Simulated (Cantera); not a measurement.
Charge: 1 mol MgCO₃, 0.01 mol CO₂, equilibrated at 1548.15 K and 13.3 mbar.

Equilibrium computed with Cantera from the NASA thermochemical tables; the gas is ideal and each condensed phase is pure. Candidate condensed phases: C, Mg, MgCO₃, MgO; 15 gas species. The numbers say what is thermodynamically allowed, not how fast it happens.

Task: What is the equilibrium state?

Result: 
* **x(CO₂)**: 0.996
* **x(CO)**: 0.00244
* **x(O₂)**: 0.00122
* **x(O)**: 2.31e-6
* **n(MgO(s))**: 1.00 mol
* **gas amount**: 1.011 mol
* **log10 activity of C(graphite) (absent)**: -10.46
* **log10 activity of Mg(l) (absent)**: -12.11
